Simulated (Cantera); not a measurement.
An adiabatic, constant-volume homogeneous reactor starts with CH₄ : CO : O₂ : N₂ = 1 : 1.4 : 1.13 : 4.23 (molar parts), at 1748 K and 173 Torr. Integrator tolerance rtol = 1e-08.

Model: GRI-Mech 3.0 (53 species, 325 reactions), integrated in Cantera.

Q: What does this change do: initial temperature 1748 to 1623 K?

A: 
| quantity | before | after |
|---|---|---|
| time of steepest temperature rise | 0.705 ms | 1.73 ms |
| temperature at 0.600 s | 2744 K | 2697 K |
| equilibrium temperature | 2744 K | 2697 K |
| x(CH₄) at 0.600 s | <1e-12 (gas-phase equilibrium <1e-12) | <1e-12 (gas-phase equilibrium <1e-12) |
| x(CO) at 0.600 s | 0.239 (gas-phase equilibrium 0.239) | 0.240 (gas-phase equilibrium 0.240) |
| x(O₂) at 0.600 s | 0.000627 (gas-phase equilibrium 0.000627) | 0.000411 (gas-phase equilibrium 0.000411) |
| x(C₂H₂) at 0.600 s | <1e-12 (gas-phase equilibrium <1e-12) | <1e-12 (gas-phase equilibrium <1e-12) |
| x(NO) at 0.600 s | 0.00145 (gas-phase equilibrium 0.00145) | 0.00110 (gas-phase equilibrium 0.00110) |
| x(CH₂CO) at 0.600 s | <1e-12 (gas-phase equilibrium <1e-12) | <1e-12 (gas-phase equilibrium <1e-12) |
| x(H) at 0.600 s | 0.0344 (gas-phase equilibrium 0.0344) | 0.0284 (gas-phase equilibrium 0.0284) |
